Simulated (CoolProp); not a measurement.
n-perfluoropentane along the isobar 7.39 bar: density (kg/m³) from the reference equation and from simpler models built on Tc = 421.0 K, pc = 20.63 bar, ω = 0.436; each cubic takes its own stable root.

The numbers come from the reference Helmholtz-energy equation of state, Gao 2022 in CoolProp.

```csv
T (K),phase,reference
391.4,gas,80.51
398.5,gas,77.65
405.6,gas,75.09
412.7,gas,72.78
419.8,gas,70.67
426.9,gas,68.74
434,gas,66.95
441.1,gas,65.29
448.2,gas,63.74
455.3,gas,62.29
462.4,gas,60.92
```

**Question.** How far does each simpler model (Redlich-Kwong, Soave-Redlich-Kwong) lie from the reference over these 11 states: mean and median of the absolute difference, and the worst?

**Answer.** 
- Redlich-Kwong: mean 0.7 %, median 0.6 %, worst -2.0 % at 391.4 K and 7.39 bar
- Soave-Redlich-Kwong: mean 0.3 %, median 0.2 %, worst -0.6 % at 391.4 K and 7.39 bar
